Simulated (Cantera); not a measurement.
Input (Python, Cantera) and output of one run.

```python
import numpy as np
import cantera as ct

gas_names = """
    CL CL2 H HCL H2 Si SiCL SiCL2 SiCL3 SiCL4 SiH SiHCL3 SiH2 SiH2CL2 SiH3 SiH3CL SiH4 Si2 Si3
""".split()
cond_names = """
    Si(cr) Si(L)
""".split()


def load(file, names, dense=False):
    # The tables refer to 1 bar. Condensed volumes are neglected.
    table = {s.name: s for s in ct.Species.list_from_file(file)}
    out = []
    for n in names:
        d = dict(table[n].input_data)
        d["thermo"] = dict(d["thermo"], **{"reference-pressure": 1e5})
        if dense:
            d["equation-of-state"] = {"model": "constant-volume", "density": "1e6 g/cm^3"}
        out.append(ct.Species.from_dict(d))
    return out


gas = ct.Solution(thermo="ideal-gas", species=load("nasa_gas.yaml", gas_names))
cond = {s.name: ct.Solution(thermo="fixed-stoichiometry", species=[s], name=s.name)
        for s in load("nasa_condensed.yaml", cond_names, dense=True)}
atoms = {
    'SiCl4': {'Si': 1, 'CL': 4},
    'H2': {'H': 2},
}
top_T = {}  # K; cautious upper limits of use, not melting points


def equilibrate(T, P, feed):
    n = {}
    for name, mol in feed.items():
        for a, k in atoms[name].items():
            n[a] = n.get(a, 0.0) + k * mol
    gas.TPX = T, P, n
    mass = sum(n.values()) * gas.mean_molecular_weight
    gas.equilibrate("TP")
    valid = [c for c in cond.values() if c.min_temp <= T <= top_T.get(c.name, c.max_temp)]
    mix = ct.Mixture([(gas, mass / gas.mean_molecular_weight)] + [(c, 0.0) for c in valid])
    mix.T, mix.P = T, P
    mix.equilibrate("TP", solver="vcs", rtol=1e-11, max_steps=5000)
    return mix


results = []
feed = {'SiCl4': 1, 'H2': 0.57}  # mol
P = 330000  # Pa
for T in [625, 675, 725, 775, 825, 875, 925, 975, 1025, 1075, 1125, 1175, 1225, 1275]:
    mix = equilibrate(T, P, feed)
    results.append((T, P, feed, dict(zip(mix.species_names, mix.species_moles))))
    x = sorted(zip(gas.X, gas.species_names), reverse=True)
    print(f"T = {T:g} K  P = {P:g} Pa  gas = {mix.phase_moles(0):.4g} mol")
    print("   x: " + "  ".join(f"{s} {v:.3e}" for v, s in x if v > 0.001))
    print("   condensed (mol): " + ("  ".join(f"{mix.phase(i).name} {mix.phase_moles(i):.4g}"
          for i in range(1, mix.n_phases) if mix.phase_moles(i) > 1e-12) or "none"))
```

Output:

```
T = 625 K  P = 330000 Pa  gas = 1.57 mol
   x: SiCL4 6.336e-01  H2 3.597e-01  HCL 3.320e-03  SiHCL3 3.318e-03
   condensed (mol): none
T = 675 K  P = 330000 Pa  gas = 1.57 mol
   x: SiCL4 6.315e-01  H2 3.576e-01  HCL 5.446e-03  SiHCL3 5.440e-03
   condensed (mol): none
T = 725 K  P = 330000 Pa  gas = 1.57 mol
   x: SiCL4 6.286e-01  H2 3.548e-01  HCL 8.303e-03  SiHCL3 8.287e-03
   condensed (mol): none
T = 775 K  P = 330000 Pa  gas = 1.57 mol
   x: SiCL4 6.250e-01  H2 3.511e-01  HCL 1.194e-02  SiHCL3 1.190e-02
   condensed (mol): none
T = 825 K  P = 330000 Pa  gas = 1.57 mol
   x: SiCL4 6.206e-01  H2 3.467e-01  HCL 1.636e-02  SiHCL3 1.627e-02
   condensed (mol): none
T = 875 K  P = 330000 Pa  gas = 1.57 mol
   x: SiCL4 6.154e-01  H2 3.415e-01  HCL 2.154e-02  SiHCL3 2.135e-02
   condensed (mol): none
T = 925 K  P = 330000 Pa  gas = 1.57 mol
   x: SiCL4 6.095e-01  H2 3.356e-01  HCL 2.746e-02  SiHCL3 2.707e-02
   condensed (mol): none
T = 975 K  P = 330000 Pa  gas = 1.57 mol
   x: SiCL4 6.029e-01  H2 3.291e-01  HCL 3.408e-02  SiHCL3 3.328e-02
   condensed (mol): none
T = 1025 K  P = 330000 Pa  gas = 1.571 mol
   x: SiCL4 5.956e-01  H2 3.220e-01  HCL 4.139e-02  SiHCL3 3.982e-02
   condensed (mol): none
T = 1075 K  P = 330000 Pa  gas = 1.572 mol
   x: SiCL4 5.874e-01  H2 3.143e-01  HCL 4.942e-02  SiHCL3 4.642e-02  SiCL3 1.942e-03
   condensed (mol): none
T = 1125 K  P = 330000 Pa  gas = 1.573 mol
   x: SiCL4 5.781e-01  H2 3.061e-01  HCL 5.832e-02  SiHCL3 5.272e-02  SiCL3 3.797e-03
   condensed (mol): none
T = 1175 K  P = 330000 Pa  gas = 1.577 mol
   x: SiCL4 5.675e-01  H2 2.974e-01  HCL 6.833e-02  SiHCL3 5.825e-02  SiCL3 6.905e-03
   condensed (mol): none
T = 1225 K  P = 330000 Pa  gas = 1.582 mol
   x: SiCL4 5.549e-01  H2 2.881e-01  HCL 7.992e-02  SiHCL3 6.241e-02  SiCL3 1.171e-02  SiCL2 1.955e-03
   condensed (mol): none
T = 1275 K  P = 330000 Pa  gas = 1.591 mol
   x: SiCL4 5.399e-01  H2 2.779e-01  HCL 9.369e-02  SiHCL3 6.465e-02  SiCL3 1.857e-02  SiCL2 4.156e-03  SiH2CL2 1.073e-03
   condensed (mol): none
```

Equilibrium computed with Cantera from the NASA thermochemical tables; the gas is ideal and each condensed phase is pure. The tables' values for SiCl3 are old estimates; treat these amounts as uncertain.
